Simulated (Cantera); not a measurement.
An isothermal, constant-pressure homogeneous reactor starts with C2H6 : N2 = 1 : 6.4 (molar parts), at 1200 K and 0.150 Torr. Integrator tolerance rtol = 1e-08.

Computed with Cantera and GRI-Mech 3.0 (53 species, 325 reactions). GRI-Mech 3.0 stops at C3 and has no aromatics, soot or wall deposition, so with more carbon than oxygen in the feed, carbon stays in small species such as C2H2 where larger ones or solid carbon would form. Radical loss at walls, strong at low pressure, is not modelled.

### Question
What does this change do: N2 6.4 to 43 parts?

### Answer
```json
[
 {"quantity": "x(C2H6) at 200 s", "before": "5.78e-6 (gas-phase equilibrium 2.27e-10)", "after": "8.39e-7 (gas-phase equilibrium <1e-12)"},
 {"quantity": "x(HCN) at 200 s", "before": "5.54e-9 (gas-phase equilibrium 0.0748)", "after": "4.18e-8 (gas-phase equilibrium 0.0290)"},
 {"quantity": "x(CH4) at 200 s", "before": "0.0527 (gas-phase equilibrium 0.000250)", "after": "0.00743 (gas-phase equilibrium 7.50e-6)"},
 {"quantity": "x(CH2) at 200 s", "before": "8.21e-11 (gas-phase equilibrium 2.22e-12)", "after": "3.45e-10 (gas-phase equilibrium <1e-12)"},
 {"quantity": "x(H2) at 200 s", "before": "0.111 (gas-phase equilibrium 0.212)", "after": "0.0271 (gas-phase equilibrium 0.0435)"},
 {"quantity": "x(C2H) at 200 s", "before": "1.13e-10 (gas-phase equilibrium 3.81e-10)", "after": "1.63e-10 (gas-phase equilibrium 8.85e-11)"}
]
```
